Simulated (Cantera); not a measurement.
A closed system holds: 1 mol SiCl4, 1 mol O3, 0.65 mol H2, at 1798 K.

These are equilibrium values from Cantera (NASA tables, ideal gas, pure condensed phases), not measurements of a reactor. Candidate condensed phases: H2O, Si, SiO2; 30 gas species. The tables hold silica as quartz up to 1696 K and as liquid above; real silica turns to tridymite and cristobalite and melts near 1996 K. Equilibrium is a limit: real reactors are often held back by kinetics, nucleation or transport.

**Question.** At 1.00 bar, list the 6 most abundant gas species with their mole fractions, and the condensed phases.

**Answer.** HCl 0.372, Cl2 0.307, Cl 0.173, O2 0.143, H2O 0.00240, ClO 0.00117. Condensed: SiO2(condensed).
